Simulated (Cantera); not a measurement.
Input: 1 mol Si3N4, 0.16 mol O2, 130 mol N2, equilibrated at 0.330 Pa.

These are equilibrium values from Cantera (NASA tables, ideal gas, pure condensed phases), not measurements of a reactor. Candidate condensed phases: Si, SiO2, Si2N2O, Si3N4; 16 gas species. The tables' values for SiN are old estimates; treat these amounts as uncertain. Kinetics and transport are ignored.

x: gas mole fraction; n: condensed amount in mol.

```tsv
T (K)	x N2	x Si	x SiO	x Si2N	x Si2	n Si(s)
1475	0.996	0.00174	0.00241	6.59e-6	1.86e-6	2.45
1500	0.994	0.00319	0.00241	1.11e-5	4.08e-6	2.25
1525	0.992	0.00572	0.00240	1.85e-5	8.72e-6	1.91
1550	0.987	0.0101	0.00239	3.02e-5	1.82e-5	1.32
1575	0.980	0.0174	0.00238	4.85e-5	3.70e-5	0.307
1600	0.978	0.0197	0.00237	[?]	[?]	0
1625	0.978	0.0197	0.00237	1.92e-5	2.29e-5	0
1650	0.978	0.0198	0.00237	[?]	[?]	0
1675	0.978	0.0198	0.00237	6.36e-6	1.16e-5	0
1700	0.978	0.0198	0.00237	3.75e-6	8.36e-6	0
```

**Question.** Some entries are withheld; supply them.

**Answer.** 
- 1600, x Si2N: 3.40e-5
- 1600, x Si2: 3.27e-5
- 1650, x Si2N: 1.09e-5
- 1650, x Si2: 1.62e-5
